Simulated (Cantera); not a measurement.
A closed system holds: 1 mol AlN, 0.79 mol H2O, 1.9 mol H2, at 0.0248 Torr.

Method: chemical equilibrium by Gibbs-energy minimisation in Cantera with the NASA 1993 tables (ideal gas, pure condensed phases). Candidate condensed phases: Al, AlN, Al2O3, H2O; 35 gas species. The tables' values for AlOH are old estimates; treat these amounts as uncertain. The numbers say what is thermodynamically allowed, not how fast it happens.

x: gas mole fraction; n: condensed amount in mol.

```tsv
T (K)	x H2	x H	x N2	x Al	x Al2O	x H2O	n Al2O3(s)
1898	0.645	0.109	0.130	0.0940	0.0217	(withheld)	0.235
1923	0.627	0.130	0.129	0.0937	0.0209	(withheld)	0.236
1948	0.606	0.153	0.127	0.0932	0.0201	(withheld)	0.236
1973	0.583	0.179	0.125	0.0926	0.0193	(withheld)	0.237
1998	0.557	0.208	0.123	0.0918	0.0185	(withheld)	0.237
2023	0.529	0.240	0.121	0.0908	0.0176	(withheld)	0.237
2048	0.498	0.275	0.118	0.0896	0.0168	(withheld)	0.237
2073	0.465	0.312	0.116	0.0883	0.0160	(withheld)	0.237
2098	0.431	0.352	0.113	0.0869	0.0152	(withheld)	0.237
2123	0.394	0.392	0.110	0.0853	0.0144	(withheld)	0.236
```

Task: Complete the blanks.

Result: 
- 1898, x H2O: 6.71e-5
- 1923, x H2O: 9.97e-5
- 1948, x H2O: 0.000146
- 1973, x H2O: 0.000210
- 1998, x H2O: 0.000298
- 2023, x H2O: 0.000417
- 2048, x H2O: 0.000574
- 2073, x H2O: 0.000776
- 2098, x H2O: 0.00103
- 2123, x H2O: 0.00135
